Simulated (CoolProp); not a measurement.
Vapour-liquid equilibrium of acetone (1) + p-xylene (2) at 7.3 bar; x and y are mole fractions of (1).

The numbers come from the multi-fluid Helmholtz-energy mixture model, Lemmon 2006 and Zhou 2012; pair parameters Bell 2016 in CoolProp.

Question: Give the bubble temperature and the first vapour's composition at x = 0.275, 0.575, 0.875. Is there an azeotrope?

Answer: x = 0.275: 174.2 °C, y = 0.704; x = 0.575: 149.2 °C, y = 0.881; x = 0.875: 133.9 °C, y = 0.969. No azeotrope shows between x = 0.05 and 0.95.

Pair parameters are fitted to limited data, so mixtures are less certain than the pure fluids.
